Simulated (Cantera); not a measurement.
A closed system holds: 1 mol Fe₂O₃, 1.9 mol CO, 0.1 mol N₂, equilibrated at 2475 K and 0.133 bar.

Cantera equilibrium calculation (NASA polynomials, part measured and part estimated; ideal gas, pure solids and liquids). Candidate condensed phases: C, Fe, Fe(CO)₅, FeO, Fe₂O₃, Fe₃O₄; 27 gas species. The tables' stoichiometric FeO is somewhat more stable than real wüstite, so its field is too wide. FeO: taken at fixed stoichiometry. Rates play no part.

Base state: CO₂ 0.476, CO 0.444, N₂ 0.0478, Fe 0.0143, O₂ 0.00898, FeO 0.00469, O 0.00332, NO 0.00112 (mole fractions); condensed: FeO(l).

Task: What changes in the equilibrium state with this change: temperature from 2475 K to 923 K?

Result: 
```csv
species,before,after
CO₂,0.476,0.500
CO,0.444,0.450
N₂,0.0478,0.0500
Fe,0.0143,<1e-9
O₂,0.00898,<1e-9
FeO,0.00469,<1e-9
O,0.00332,<1e-9
"FeO(l), mol",1.96,0
"FeO(s), mol",0,2.00
```
